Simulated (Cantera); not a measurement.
A closed system holds: 1 mol SiCl₄, 0.67 mol O₃, equilibrated at 1975 K and 10.0 Torr.

Equilibrium computed with Cantera from the NASA thermochemical tables; the gas is ideal and each condensed phase is pure. Candidate condensed phases: Si, SiO₂; 15 gas species. The tables' values for SiO₂, SiCl₃ are old estimates; treat these amounts as uncertain. The tables hold silica as quartz up to 1696 K and as liquid above; real silica turns to tridymite and cristobalite and melts near 1996 K. Equilibrium is a limit: real reactors are often held back by kinetics, nucleation or transport.

Base state: Cl 0.970, Cl₂ 0.0280, O₂ 0.00132, SiO 0.000206, O 0.000174, ClO 6.27e-5, SiCl₄ 4.11e-5, SiO₂ 1.24e-5 (mole fractions); condensed: SiO₂(condensed).

Question: What changes in the equilibrium state with this change: temperature from 1975 K to 1550 K?

Answer: 
```tsv
species	before	after
Cl₂	0.0280	0.501
Cl	0.970	0.496
O₂	0.00132	0.00201
SiCl₄	4.11e-5	0.000167
SiO	0.000206	<1e-9
SiO₂	1.24e-5	<1e-9
SiCl₃	1.08e-5	1.25e-7
SiO₂(condensed), mol	0.999	0
SiO₂(β-quartz), mol	0	1.000
```

Question: What changes in the equilibrium state with this change: SiCl₄ replaced by SiF₄?

Answer: 
```json
[
 {"species": "O₂", "before": "0.00132", "after": "0.498"},
 {"species": "SiF₄", "before": "0", "after": "0.497"},
 {"species": "O", "before": "0.000174", "after": "0.00337"},
 {"species": "Cl", "before": "0.970", "after": "0"},
 {"species": "Cl₂", "before": "0.0280", "after": "0"},
 {"species": "F", "before": "0", "after": "0.000873"},
 {"species": "SiF₃", "before": "0", "after": "0.000831"},
 {"species": "SiO₂(condensed), mol", "before": "0.999", "after": "0"}
]
```
The tables' values for SiF₃ are old estimates; treat these amounts as uncertain.
